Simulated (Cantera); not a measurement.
Input: 1 mol Fe₂O₃, 0.11 mol H₂O, 0.056 mol H₂, held at 10.0 mbar.

Equilibrium computed with Cantera from the NASA thermochemical tables; the gas is ideal and each condensed phase is pure. Candidate condensed phases: Fe, FeO, Fe(OH)₂, Fe(OH)₃, Fe₂O₃, Fe₃O₄, H₂O; 12 gas species. Mutual solubility and eutectic melting of coexisting phases are not modelled. Equilibrium is a limit: real reactors are often held back by kinetics, nucleation or transport. All values below are at 1025 K.

Base state: H₂O 1.000, H₂ 1.57e-5 (mole fractions); condensed: Fe₂O₃(s) + Fe₃O₄(s).

Task: What changes in the equilibrium state with this change: 0.54 mol Cl₂ added?

Result: 
```
species         before    after
-------------  -------  -------
Cl₂                  0    0.442
HCl                  0    0.425
O₂             1.32e-8   0.0938
H₂O              1.000  0.00357
FeCl₃                0   0.0298
Cl                   0  0.00372
FeCl₂                0  0.00221
Fe₂O₃(s), mol    0.832    0.988
Fe₃O₄(s), mol    0.112        0
```
Further candidate phases: FeCl₂, FeCl₃.
